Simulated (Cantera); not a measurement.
Charge: 1 mol Pb, 0.55 mol O₂, 7.4 mol H₂.

Equilibrium computed with Cantera from the NASA thermochemical tables; the gas is ideal and each condensed phase is pure. Candidate condensed phases: H₂O, Pb, PbO, PbO₂, Pb₃O₄; 12 gas species. The numbers say what is thermodynamically allowed, not how fast it happens.

Stable condensed phases, one row left out:

```
T in K \ P in Pa
              10      52     270    1400    7200   37000  190000 1000000
   1548        A       A       A       A       A       B       B       B
   1498        A       A       A       A       A       B       B       B
   1448        A       A       A       A       A       B       B       B
   1398        A       A       A       A       B       B       B       B
   1348        A       A       A       A       B       B       B       B
   1298        A       A       A       A       B       B       B       B
   1198        A       A       A       B       B       B       B       B
   1148        A       A       B       B       B       B       B       B
   1098        A       A       B       B       B       B       B       B
   1048        A       B       B       B       B       B       B       B
    998        A       B       B       B       B       B       B       B
    948        B       B       B       B       B       B       B       B
```

A: gas only; B: Pb.

Task: Give the row for 1248 K.

Result: 10: gas only; 52: gas only; 270: gas only; 1400: Pb; 7200: Pb; 37000: Pb; 190000: Pb; 1000000: Pb.
